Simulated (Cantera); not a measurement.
A closed system holds: 1 mol PbO, 0.3 mol CH4, 0.23 mol N2, equilibrated at 1800 K and 10.0 mbar.

These are equilibrium values from Cantera (NASA tables, ideal gas, pure condensed phases), not measurements of a reactor. Candidate condensed phases: C, C6H6, C7H8, C8H18, H2O, Pb, PbO, PbO2, Pb3O4; 139 gas species. Kinetics and transport are ignored.

Problem. What is the equilibrium state?

Solution. 
| Property | Value |
|---|---|
| x(Pb) | 0.464 |
| x(H2O) | 0.239 |
| x(N2) | 0.108 |
| x(CO2) | 0.0841 |
| x(CO) | 0.0567 |
| x(H2) | 0.0422 |
| x(PbO) | 0.00524 |
| x(H) | 0.000735 |
| x(OH) | 0.000275 |
| gas amount | 2.131 mol |
| log10 activity of Pb(l) (absent) | -1.77 |
| log10 activity of C(graphite) (absent) | -7.54 |
